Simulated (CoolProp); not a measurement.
500 sccm (0 °C, 1 atm) of nitrogen bubbles through liquid 1,2-dichloroethane at 285.8 K and leaves saturated at a total pressure of 0.0318 MPa (ideal gas phase). Each further row changes one setting.

Model: reference Helmholtz-energy equation of state, Thol 2015, in CoolProp.

```
case                       vapour pressure (kPa)  mole fraction of vapour  delivery (mg/min)  delivery (sccm)  change of delivery for a bath 1 K warmer (%)
-------------------------  ---------------------  -----------------------  -----------------  ---------------  --------------------------------------------
as stated                                   5.66                    0.178                478              108                                           6.6
bath temperature 290.8 K                    7.33                    0.230                661              150                                           6.8
total pressure 0.0636 MPa                   5.66                   0.0890                216             48.8                                           5.9
```
